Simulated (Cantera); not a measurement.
**Reactions in the system H-N-O-V**

Cantera with NASA thermochemical tables; ideal gases at 1 bar, condensed phases pure. Values are per mole of reaction as written; species without (g) are pure solids or liquids, kept so even where they would boil at 1 bar.

7 VO2(g) + 4 NH3(g) → 6 H2O(g) + 7 V + 4 NO2(g)

```csv
T (K),ΔH° (kJ),ΔS° (J/K),ΔG° (kJ),log10 K,condensed phases
300,498.2,-331.3,597.6,-104.04,V(s)
2098,642.2,-195.9,1053.3,-26.22,V(s)
2148,649.9,-192.3,1063.0,-25.85,V(s)
2198,818.0,-115.6,1072.0,-25.47,V(l)
2248,826.8,-111.6,1077.7,-25.04,V(l)
2298,835.8,-107.7,1083.2,-24.62,V(l)
2348,844.7,-103.8,1088.4,-24.21,V(l)
2398,853.7,-100.0,1093.5,-23.82,V(l)
2448,862.7,-96.3,1098.4,-23.44,V(l)
```
